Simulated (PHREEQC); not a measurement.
1.6 g of hydrous ferric oxide (600 m²/g; 0.2 weak and 0.005 strong sites per Fe, Dzombak-Morel constants, diffuse double layer) in 1 kg of water with 0.01 mol/kgw of an inert sodium salt and 2.7e-05 mol SrCl2, at 25 °C; the pH is set by adding NaOH or the inert anion's acid. Oxygen is held at 0.21 atm. CO2 from the air is kept out. No solid was allowed to form.

The series has 17 steps of pH, from 3 to 9.

All values are PHREEQC results (ion-association model, wateq4f.dat), not measurements.

### Question
Near which pH is half of the Sr sorbed, and on which side is more sorbed?

### Answer
Near pH 7.8, with more sorbed at higher pH.

Complexes and solids missing from the database can't appear. The oxide is taken as insoluble; below pH 4 it would dissolve.
